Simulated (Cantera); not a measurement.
Al(CH₃)₃ + N₂O + H₂ + N₂ (aluminium nitride and oxide growth)

Input: 1 mol Al(CH₃)₃, 2 mol N₂O, 9.9 mol H₂, 0.063 mol N₂, at 0.100 bar.

These are equilibrium values from Cantera (NASA tables, ideal gas, pure condensed phases), not measurements of a reactor. Candidate condensed phases: Al, AlN, Al₂O₃, C, C₆H₆, C₇H₈, C₈H₁₈, H₂O; 148 gas species. The feed counts by its element totals alone. Mutual solubility and eutectic melting of coexisting phases are not modelled. Condensed phases not in the tables: aluminium oxynitride. The numbers say what is thermodynamically allowed, not how fast it happens.

From 952 °C to 1177 °C the condensed part is Al₂O₃(s) + C(graphite). From 1252 °C to 1327 °C the condensed part is AlN(s) + Al₂O₃(s) + C(graphite). From 1402 °C to 1702 °C the condensed part is AlN(s) + C(graphite).

```
T (°C)   x H₂    x N₂    x CO       x H     x HCN  n Al₂O₃(s)  n C(graphite)  n AlN(s)
------  -----  ------  ------  --------  --------  ----------  -------------  --------
952     0.848   0.122  0.0295   9.07e-7   3.14e-5       0.500           2.48         0
1027    0.848   0.122  0.0295   3.22e-6   6.65e-5       0.500           2.49         0
1102    0.848   0.122  0.0295   9.98e-6  0.000130       0.500           2.49         0
1177    0.848   0.122  0.0295   2.75e-5  0.000236       0.500           2.49         0
1252    0.840   0.115  0.0437   6.86e-5  0.000392       0.417           2.24     0.165
1327    0.811  0.0939  0.0945  0.000155  0.000565       0.108           1.31     0.784
1402    0.801  0.0866   0.111  0.000329  0.000839           0          0.982     1.000
1477    0.800  0.0863   0.111  0.000658   0.00126           0          0.972     1.000
1552    0.799  0.0860   0.111   0.00125   0.00182           0          0.959     0.999
1627    0.798  0.0857   0.111   0.00224   0.00255           0          0.941     0.994
1702    0.794  0.0856   0.111   0.00386   0.00348           0          0.916     0.971
```
x: gas mole fraction; n: condensed amount in mol.
